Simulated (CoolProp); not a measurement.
Properties of octamethyltrisiloxane (MDM) along the isobar 1.01 bar (Tc = 292.2 °C, pc = 14.38 bar, ω = 0.528).

Values from CoolProp's reference Helmholtz-energy equation of state, Thol 2017.

```
T (°C)   phase  density (kg/m³)  cp (kJ/(kg K))  cv (kJ/(kg K))  Joule-Thomson coefficient (K/MPa)  isothermal compressibility (1/MPa)
------  ------  ---------------  --------------  --------------  ---------------------------------  ----------------------------------
29.15   liquid            811.2           1.792           1.480                            -0.4300                            0.001832
51.95   liquid            788.1           1.847           1.533                            -0.3955                            0.002241
74.75   liquid            764.3           1.904           1.590                            -0.3558                            0.002783
97.55   liquid            739.7           1.963           1.648                            -0.3089                            0.003517
120.35  liquid            714.0           2.024           1.706                            -0.2514                            0.004547
143.15  liquid            686.8           2.086           1.765                            -0.1773                            0.006058
165.95     gas            7.000           1.808           1.758                              22.46                               10.64
188.75     gas            6.570           1.861           1.813                              18.43                               10.49
211.55     gas            6.200           1.912           1.867                              15.37                               10.38
234.35     gas            5.876           1.962           1.919                              13.00                               10.29
257.15     gas            5.590           2.010           1.969                              11.13                               10.22
279.95     gas            5.334           2.057           2.016                              9.638                               10.17
```
